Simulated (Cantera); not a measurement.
A closed system holds: 1 mol Si, 1.8 mol HBr, at 1250 K and 17.0 Pa.

Method: chemical equilibrium by Gibbs-energy minimisation in Cantera with the NASA 1993 tables (ideal gas, pure condensed phases). Candidate condensed phases: Br₂, Si; 19 gas species. The tables' values for SiBr₃, SiBr are old estimates; treat these amounts as uncertain. Kinetics and transport are ignored.

Base state: H₂ 0.369, SiBr₂ 0.347, HBr 0.268, SiBr₃ 0.00579, Br 0.00510, SiBr₄ 0.00509, SiHBr₃ 0.000151, H 2.25e-5 (mole fractions); condensed: Si(s).

Q: What changes in the equilibrium state with this change: temperature from 1250 K to 925 K?

A: 
```csv
species,before,after
H₂,0.369,0.589
SiBr₄,0.00509,0.282
HBr,0.268,0.106
SiBr₂,0.347,0.0166
SiBr,1.44e-5,<1e-9
H,2.25e-5,1.53e-8
Br,0.00510,9.23e-6
SiHBr₃,0.000151,0.00326
"Si(s), mol",0.359,0.573
```
The tables' values for SiBr₃ are old estimates; treat these amounts as uncertain.
